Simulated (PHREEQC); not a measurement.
Phosphoric acid bath: speciation

Make-up at 25 °C: 49 mmol/kgw H3PO4. Closed to the air; pH follows from the charge balance.

All values are PHREEQC results (ion-association model, wateq4f.dat), not measurements.

* **pH**: 1.82
* **ionic strength**: 0.0167 mol/kgw
* **total alkalinity**: -49.0 meq/kg

| species | molality | activity | log γ |
|---|---|---|---|
| H3PO4 | 0.0323 | 0.0324 | 0.002 |
| H+ | 0.0167 | 0.0149 | -0.048 |
| H2PO4- | 0.0167 | 0.0147 | -0.054 |
| HPO4-2 | 1.01e-7 | 6.12e-8 | -0.217 |

Precipitation was switched off in this run. H3PO4, which wateq4f.dat lacks, is added to it with the constant of phreeqc.dat.
